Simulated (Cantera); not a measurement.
Charge: 1 mol CCl₄, 0.18 mol Si, at 2325 °C and 1330 Pa.

These are equilibrium values from Cantera (NASA tables, ideal gas, pure condensed phases), not measurements of a reactor. Candidate condensed phases: C, Si, SiC; 24 gas species. The tables' values for SiCl, SiCl₃ are old estimates; treat these amounts as uncertain. Rates play no part.

Base state: Cl 0.952, SiCl₂ 0.0422, SiCl 0.00201, Si 0.00132, SiCl₃ 0.000933, Cl₂ 0.000648, SiC₂ 0.000448, C₃ 0.000162 (mole fractions); condensed: C(graphite).

Task: What changes in the equilibrium state with this change: temperature from 2325 °C to 2977 °C?

Result: 
| species | before | after |
|---|---|---|
| Cl | 0.952 | 0.879 |
| C₃ | 0.000162 | 0.0514 |
| Si | 0.00132 | 0.0267 |
| SiCl₂ | 0.0422 | 0.000203 |
| C | 4.57e-5 | 0.0196 |
| SiC₂ | 0.000448 | 0.0115 |
| SiCl₄ | 1.17e-5 | <1e-9 |
| SiCl₃ | 0.000933 | 1.82e-7 |
| C₄ | 1.47e-7 | 0.000194 |
| C(graphite), mol | 0.994 | 0 |
The tables' values for SiCl, CCl are old estimates; treat these amounts as uncertain.
